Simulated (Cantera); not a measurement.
# Thermodynamics of metals in furnace atmospheres, feed Cu + CO + N2

Charge: 1 mol Cu, 12 mol CO, a varied amount of N2, at 0.0133 bar.

These are equilibrium values from Cantera (NASA tables, ideal gas, pure condensed phases), not measurements of a reactor. Candidate condensed phases: C, Cu, CuO, Cu2O; 27 gas species. Rates play no part.

Map the stable condensed phases over T = 1725, 1750, 1775, 1800, 1825, 1850, 1875, 1900, 1925, 1950 K and n(N2) in mol = 25, 31, 38, 48, 59, 74, 92, 110, 140, 180, 220, 280.


```
T in K \ n(N2) in mol
          25  31  38  48  59  74  92 110 140 180 220 280
   1950    A   A   A   A   A   A   A   A   A   A   A   A
   1925    A   A   A   A   A   A   A   A   A   A   A   A
   1900    A   A   A   A   A   A   A   A   A   A   A   A
   1875    A   A   A   A   A   A   A   A   A   A   A   A
   1850    A   A   A   A   A   A   A   A   A   A   A   A
   1825    A   A   A   A   A   A   A   A   A   A   A   A
   1800    A   A   A   A   A   A   A   A   A   A   A   A
   1775    A   A   A   A   A   A   A   A   A   A   A   A
   1750    B   B   A   A   A   A   A   A   A   A   A   A
   1725    B   B   B   A   A   A   A   A   A   A   A   A
```
A: gas only; B: Cu.
